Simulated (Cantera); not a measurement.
Mixture: CH4 : O2 : N2 : H2O = 1 : 0.909 : 3.42 : 0.36 (molar parts), equivalence ratio 2.2, at 101000 Pa, adiabatic and at constant volume. Ignition delay is the time to a rise of 400 K.

Computed with Cantera and GRI-Mech 3.0 (53 species, 325 reactions).

### Question
What does this change do: constant pressure in place of constant volume?

### Answer
```
quantity                                                before       after
--------------------------------------------------  ----------  ----------
delay at 1100 K                                        0.341 s     0.362 s
delay at 1150 K                                        0.159 s     0.171 s
delay at 1200 K                                        77.5 ms     83.5 ms
delay at 1250 K                                        39.0 ms     42.2 ms
delay at 1300 K                                        20.1 ms     21.9 ms
delay at 1350 K                                        10.6 ms     11.6 ms
delay at 1400 K                                        5.75 ms     6.28 ms
apparent activation energy between 1300 and 1400 K  190 kJ/mol  190 kJ/mol
```

### Question
What does this change do: 0.05 parts C2H6 added?

### Answer
```tsv
quantity	before	after
delay at 1100 K	0.341 s	65.6 ms
delay at 1150 K	0.159 s	36.6 ms
delay at 1200 K	77.5 ms	20.5 ms
delay at 1250 K	39.0 ms	11.5 ms
delay at 1300 K	20.1 ms	6.39 ms
delay at 1350 K	10.6 ms	3.57 ms
delay at 1400 K	5.75 ms	2.00 ms
apparent activation energy between 1300 and 1400 K	190 kJ/mol	180 kJ/mol
```
